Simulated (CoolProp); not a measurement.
A single-stage vapour-compression cycle with the fluid: evaporating at 264.15 K (dew point), condensing at 321.15 K (bubble point), superheat 8 K, subcooling 0 K, compressor efficiency 0.65, no pressure losses. The same conditions are run with several fluids, on thermodynamics alone (safety and materials aside).

Values from CoolProp's reference Helmholtz-energy equation of state of each fluid (R507A: Lemmon 2003; isobutene: Lemmon 2005; R141b: Lemmon 2006; R1224YDZ: Akasaka 2023; R407C: Lemmon 2003; fluoroethane (R161): Wu 2012). Blends and air are pseudo-pure fits.

| fluid | cooling COP | pressure ratio | discharge temperature (K) | refrigerating effect (kJ/kg) | volumetric capacity (kJ/m³) |
|---|---|---|---|---|---|
| R507A | 1.85 | 4.85 | 347.9 | 91.2 | 2090 |
| isobutene | 2.35 | 6.19 | 350.0 | 271 | 654 |
| R141b | 2.50 | ? | 367.5 | 182 | 174 |
| R1224YDZ | 2.33 | 8.54 | 344.6 | 121 | 297 |
| R407C | ? | 6.37 | 373.4 | ? | 1900 |
| fluoroethane (R161) | 2.26 | 5.15 | 376.2 | 272 | 1990 |

### Question
Some entries are withheld; supply them.

### Answer

- R141b, pressure ratio: 9.37
- R407C, cooling COP: 1.88
- R407C, refrigerating effect (kJ/kg): 138
